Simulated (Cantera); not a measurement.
Input: 1 mol SiH₄, 0.16 mol C₃H₈, a varied amount of H₂, at 2075 K and 0.0350 bar.

Method: chemical equilibrium by Gibbs-energy minimisation in Cantera with the NASA 1993 tables (ideal gas, pure condensed phases). Candidate condensed phases: C, C₆H₆, C₇H₈, C₈H₁₈, Si, SiC; 87 gas species. Mutual solubility and eutectic melting of coexisting phases are not modelled. Gases not in the tables: Si₂H₆ and higher silanes. Equilibrium is a limit: real reactors are often held back by kinetics, nucleation or transport.

x: gas mole fraction; n: condensed amount in mol.

```csv
n(H₂) (mol),x H₂,x H,x Si,x SiH,n Si(l),n SiC(s)
130,0.982,0.0141,0.00291,[?],0.0422,0.463
250,0.984,0.0141,0.00171,[?],0,0.453
360,0.984,0.0141,0.00124,[?],0,0.435
480,0.985,0.0141,0.000982,[?],0,0.404
600,0.985,0.0141,0.000841,[?],0,0.364
720,0.985,0.0141,0.000754,8.02e-5,0,0.315
840,0.985,0.0141,0.000697,[?],0,0.262
```

Q: Fill in the missing entries.

A: 
- 130, x SiH: 0.000309
- 250, x SiH: 0.000182
- 360, x SiH: 0.000131
- 480, x SiH: 0.000104
- 600, x SiH: 8.93e-5
- 840, x SiH: 7.41e-5
